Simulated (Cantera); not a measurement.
## Tantalum, niobium, vanadium and zirconium in process gases: Ta(OEt)₅ + CH₄ + H₂

Charge: 1 mol Ta(OEt)₅, 0.76 mol CH₄, 160 mol H₂, held at 100000 Pa.

Method: chemical equilibrium by Gibbs-energy minimisation in Cantera with the NASA 1993 tables (ideal gas, pure condensed phases). Candidate condensed phases: C, C₆H₆, C₇H₈, C₈H₁₈, H₂O, Ta, TaC, Ta₂O₅; 113 gas species. The feed counts by its element totals alone. TaC: taken at fixed stoichiometry. Condensed phases not in the tables: Ta₂C. The numbers say what is thermodynamically allowed, not how fast it happens.

```json
[
 {"T (K)": "1600", "x H₂": "0.970", "x CO": "0.0279", "x H": "5.36e-5", "x C₂H₂ (acetylene)": "2.67e-5", "x CH₄": "0.00154", "x CH₃": "1.73e-6", "x H₂O": "2.37e-5", "x C₂H₄": "2.89e-6", "n C(graphite)": "4.48", "n TaC(s)": "1.00"},
 {"T (K)": "1700", "x H₂": "0.971", "x CO": "0.0279", "x H": "0.000145", "x C₂H₂ (acetylene)": "7.13e-5", "x CH₄": "0.00103", "x CH₃": "3.14e-6", "x H₂O": "1.31e-5", "x C₂H₄": "3.37e-6", "n C(graphite)": "4.55", "n TaC(s)": "1.00"},
 {"T (K)": "1800", "x H₂": "0.971", "x CO": "0.0279", "x H": "0.000353", "x C₂H₂ (acetylene)": "0.000170", "x CH₄": "0.000725", "x CH₃": "5.33e-6", "x H₂O": "7.73e-6", "x C₂H₄": "3.87e-6", "n C(graphite)": "4.57", "n TaC(s)": "1.00"},
 {"T (K)": "1900", "x H₂": "0.970", "x CO": "0.0279", "x H": "0.000782", "x C₂H₂ (acetylene)": "0.000371", "x CH₄": "0.000529", "x CH₃": "8.54e-6", "x H₂O": "4.83e-6", "x C₂H₄": "4.37e-6", "n C(graphite)": "4.53", "n TaC(s)": "1.00"},
 {"T (K)": "2000", "x H₂": "0.969", "x CO": "0.0279", "x H": "0.00160", "x C₂H₂ (acetylene)": "0.000745", "x CH₄": "0.000399", "x CH₃": "1.30e-5", "x H₂O": "3.17e-6", "x C₂H₄": "4.86e-6", "n C(graphite)": "4.42", "n TaC(s)": "1.00"},
 {"T (K)": "2100", "x H₂": "0.967", "x CO": "0.0279", "x H": "0.00306", "x C₂H₂ (acetylene)": "0.00140", "x CH₄": "0.000309", "x CH₃": "1.91e-5", "x H₂O": "2.17e-6", "x C₂H₄": "5.35e-6", "n C(graphite)": "4.20", "n TaC(s)": "1.00"},
 {"T (K)": "2200", "x H₂": "0.964", "x CO": "0.0279", "x H": "0.00553", "x C₂H₂ (acetylene)": "0.00247", "x CH₄": "0.000244", "x CH₃": "2.68e-5", "x H₂O": "1.53e-6", "x C₂H₄": "5.81e-6", "n C(graphite)": "3.82", "n TaC(s)": "1.00"}
]
```
x: gas mole fraction; n: condensed amount in mol.

From 1600 K to 2200 K the condensed part is C(graphite) + TaC(s).
